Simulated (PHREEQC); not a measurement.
3.7 g of hydrous ferric oxide (600 m²/g; 0.2 weak and 0.005 strong sites per Fe, Dzombak-Morel constants, diffuse double layer) in 1 kg of water with 0.1 mol/kgw of an inert sodium salt and 0.0079 mol Na2SeO4, at 25 °C; the pH is set by adding NaOH or the inert anion's acid. Oxygen alone is held at its pressure in air (log pO2 = -0.68). No CO2 enters from the air. Nothing may precipitate in this run.

Model: ion-association model, wateq4f.dat, run in PHREEQC.

Question: Predict Se sorbed (%) at pH = 5, 9.

Answer: 
| pH | Se sorbed (%) |
|---|---|
| 5 | 40.6 |
| 9 | 0.1 |
